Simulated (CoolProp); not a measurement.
R227EA along the isotherm 149.15 °C: Z from the reference equation and from simpler models built on Tc = 101.8 °C, pc = 2.925 MPa, ω = 0.358; each cubic takes its own stable root.

Model: reference Helmholtz-energy equation of state, Lemmon 2016, in CoolProp.

```tsv
p (MPa)	phase	reference
0.975	gas	0.9229
1.95	gas	0.8398
2.93	supercritical	0.7480
3.9	supercritical	0.6487
4.88	supercritical	0.5497
5.85	supercritical	0.4861
6.83	supercritical	0.4683
7.8	supercritical	0.4785
8.78	supercritical	0.5008
9.75	supercritical	0.5281
10.7	supercritical	0.5574
11.7	supercritical	0.5897
12.7	supercritical	0.6229
13.7	supercritical	0.6565
14.6	supercritical	0.6870
```

Problem. How far does each simpler model (van der Waals, Redlich-Kwong, Soave-Redlich-Kwong, Peng-Robinson) lie from the reference over these 15 states: mean and median of the absolute difference, and the worst?

Solution. 
- van der Waals: mean 14.6 %, median 15.2 %, worst +25.8 % at 149.15 °C and 14.6 MPa
- Redlich-Kwong: mean 4.2 %, median 4.4 %, worst -8.3 % at 149.15 °C and 4.88 MPa
- Soave-Redlich-Kwong: mean 8.9 %, median 10.3 %, worst +14.8 % at 149.15 °C and 6.83 MPa
- Peng-Robinson: mean 2.7 %, median 1.9 %, worst +6.8 % at 149.15 °C and 6.83 MPa
